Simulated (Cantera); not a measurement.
Mixture: CH4 : O2 : N2 = 1 : 2.99 : 11.2 (molar parts), equivalence ratio 0.67, at 5.00 bar, adiabatic and at constant pressure. Ignition delay is the time to a rise of 400 K.

Cantera simulation using GRI-Mech 3.0 (53 species, 325 reactions); the numbers are that mechanism's predictions, not measurements.

### Question
What does this change do: constant volume in place of constant pressure?

### Answer
| quantity | before | after |
|---|---|---|
| delay at 1248 K | 4.46 ms | 4.27 ms |
| delay at 1348 K | 1.38 ms | 1.31 ms |
| delay at 1448 K | 0.476 ms | 0.451 ms |
| delay at 1548 K | 0.183 ms | 0.173 ms |
| delay at 1648 K | 78.7 µs | 74.1 µs |
| delay at 1748 K | 37.7 µs | 35.4 µs |
| apparent activation energy between 1548 and 1748 K | 180 kJ/mol | 180 kJ/mol |

### Question
What does this change do: pressure from 5.00 bar to 1.00 bar?

### Answer
| quantity | before | after |
|---|---|---|
| delay at 1248 K | 4.46 ms | 18.9 ms |
| delay at 1348 K | 1.38 ms | 5.24 ms |
| delay at 1448 K | 0.476 ms | 1.70 ms |
| delay at 1548 K | 0.183 ms | 0.654 ms |
| delay at 1648 K | 78.7 µs | 0.294 ms |
| delay at 1748 K | 37.7 µs | 0.149 ms |
| apparent activation energy between 1548 and 1748 K | 180 kJ/mol | 170 kJ/mol |
